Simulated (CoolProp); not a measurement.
CH2F2 (R32) along the isotherm 186.1 K: density (kg/m³) from the reference equation and from simpler models built on Tc = 351.3 K, pc = 5.783 MPa, ω = 0.277; each cubic takes its own stable root.

Values from CoolProp's reference Helmholtz-energy equation of state, Tillner-Roth 1997.

```
p (MPa)   phase  reference  Redlich-Kwong  Soave-Redlich-Kwong
-------  ------  ---------  -------------  -------------------
0.964    liquid       1308          985.0                 1011
1.93     liquid       1309          986.3                  [?]
2.89     liquid       1310          987.5                 1013
3.86     liquid       1311          988.8                 1013
4.82     liquid       1312          990.0                 1014
5.78     liquid        [?]            [?]                 1015
6.75     liquid       1314          992.4                  [?]
7.71     liquid       1315          993.6                  [?]
8.67     liquid       1316          994.7                 1018
9.64     liquid       1318          995.8                 1019
10.6     liquid       1319          996.9                 1020
11.6     liquid       1320          998.1                 1020
12.5     liquid        [?]          999.1                  [?]
13.5     liquid       1322           1000                 1022
14.5     liquid       1323           1001                 1023
```

Task: Fill in the missing entries.

Result: 
- 1.93, Soave-Redlich-Kwong: 1012
- 5.78, reference: 1313
- 5.78, Redlich-Kwong: 991.2
- 6.75, Soave-Redlich-Kwong: 1016
- 7.71, Soave-Redlich-Kwong: 1017
- 12.5, reference: 1321
- 12.5, Soave-Redlich-Kwong: 1021
